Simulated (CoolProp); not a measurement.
R115 along the isotherm 117.95 °C: Z from the reference equation and from simpler models built on Tc = 80.0 °C, pc = 3.129 MPa, ω = 0.248; each cubic takes its own stable root.

Values from CoolProp's reference Helmholtz-energy equation of state, Lemmon 2016.

```csv
p (MPa),phase,reference
2.24,gas,0.8098
4.47,supercritical,0.5567
6.71,supercritical,0.4277
8.94,supercritical,0.4729
11.2,supercritical,0.5442
13.4,supercritical,0.6180
15.6,supercritical,0.6926
17.9,supercritical,0.7703
20.1,supercritical,0.8441
22.4,supercritical,0.9204
24.6,supercritical,0.9928
26.8,supercritical,1.064
29.1,supercritical,1.139
31.3,supercritical,1.209
```

### Question
How far does each simpler model (Redlich-Kwong, Peng-Robinson) lie from the reference over these 14 states: mean and median of the absolute difference, and the worst?

### Answer
- Redlich-Kwong: mean 2.4 %, median 1.8 %, worst +5.8 % at 117.95 °C and 8.94 MPa
- Peng-Robinson: mean 5.1 %, median 5.3 %, worst -9.2 % at 117.95 °C and 31.3 MPa
